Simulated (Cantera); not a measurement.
# Catalytic combustion on Pt

An isothermal plug-flow reactor at 1175 K and 1.70 bar (inlet), inlet velocity 0.058 m/s, active area per volume 200 1/m; feed 0.268 % CH4, 15.0 % O2, 84.7 % N2, equivalence ratio 0.036.

Cantera simulation using Deutschmann's 1995 Pt surface mechanism with GRI-Mech 3.0 gas chemistry; the numbers are that mechanism's predictions, not measurements. Catalytic surfaces can have several steady states; this one follows from the mechanism file's or the stated starting coverage. Mass transfer to the wall is taken as infinitely fast.

```tsv
z (m)	x CH4	x O2	x H2O	x CO2	x CO	θ free Pt	θ O*	θ OH*
0.00012	0.00242	0.150	0.000518	0.000254	2.48e-6	0.329	0.671	0.000390
0.0002	0.00225	0.149	0.000841	0.000411	2.38e-6	0.329	0.670	0.000486
0.00034	0.00197	0.149	0.00136	0.000662	2.33e-6	0.329	0.670	0.000611
0.00057	0.00155	0.148	0.00213	0.00102	2.95e-6	0.329	0.670	0.000759
0.00095	0.000973	0.147	0.00324	0.00155	4.25e-6	0.330	0.669	0.000931
0.0016	0.000435	0.146	0.00436	0.00213	2.13e-6	0.330	0.669	0.00108
0.0026	0.000137	0.145	0.00501	0.00247	7.11e-7	0.330	0.669	0.00115
0.0044	1.78e-5	0.145	0.00529	0.00263	1.39e-7	0.330	0.669	0.00119
0.0074	5.83e-7	0.145	0.00534	0.00266	2.81e-8	0.330	0.669	0.00119
0.012	3.21e-9	0.145	0.00536	0.00267	8.35e-9	0.330	0.669	0.00119
```
x: gas mole fraction; θ: surface coverage.
